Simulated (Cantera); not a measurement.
**Carbothermic reduction: CuO + CO**

Input: 1 mol CuO, 0.71 mol CO, held at 310 Pa.

Cantera equilibrium calculation (NASA polynomials, part measured and part estimated; ideal gas, pure solids and liquids). Candidate condensed phases: C, Cu, CuO, Cu2O; 15 gas species. Mutual solubility and eutectic melting of coexisting phases are not modelled. Equilibrium is a limit: real reactors are often held back by kinetics, nucleation or transport.

From 898 K to 1348 K the condensed part is Cu(s) + Cu2O(s). At 1498 K the condensed part is Cu(l) + Cu2O(s). From 1648 K to 1798 K the condensed part is Cu(l).

| T (K) | x CO2 | x Cu | x O2 | x CO | x O | x CuO | n Cu(s) | n Cu2O(s) | n Cu(l) |
|---|---|---|---|---|---|---|---|---|---|
| 898 | 1.000 | 5.26e-11 | 3.43e-10 | 1.24e-6 | <1e-12 | <1e-12 | 0.420 | 0.290 | 0 |
| 1048 | 1.000 | 3.16e-8 | 2.14e-7 | 1.12e-5 | 5.26e-12 | <1e-12 | 0.420 | 0.290 | 0 |
| 1198 | 1.000 | 3.75e-6 | 2.59e-5 | 5.87e-5 | 2.20e-9 | 4.05e-10 | 0.420 | 0.290 | 0 |
| 1348 | 0.999 | 0.000151 | 0.00106 | 0.000213 | 2.38e-7 | 7.33e-8 | 0.423 | 0.289 | 0 |
| 1498 | 0.966 | 0.00256 | 0.0309 | 0.000469 | 1.25e-5 | 5.09e-6 | 0 | 0.245 | 0.508 |
| 1648 | 0.807 | 0.0255 | 0.166 | 0.00131 | 0.000185 | 9.29e-5 | 0 | 0 | 0.978 |
| 1798 | 0.679 | 0.171 | 0.143 | 0.00651 | 0.000810 | 0.000476 | 0 | 0 | 0.822 |
x: gas mole fraction; n: condensed amount in mol.
